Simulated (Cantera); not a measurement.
An adiabatic, constant-pressure homogeneous reactor starts with CH4 : O2 : N2 : CO2 : H2 = 1 : 5.88 : 22.1 : 0.9 : 0.63 (molar parts), at 1750 K and 1.00 bar.

Model: GRI-Mech 3.0 (53 species, 325 reactions), integrated in Cantera.

One state of this run: T (K) = 2430; x CH4 = <1e-12; x O2 = 0.109; x CO2 = 0.0580; x C2H4 = <1e-12; x OH = 0.00883; x HCN = 3.24e-12. x: mole fraction; the columns are a selection and need not sum to one.

Which value of t (s) does it belong to?
A) 4.00
B) 0.000563
C) 0.000159
D) 3.55e-6

A, 4.00
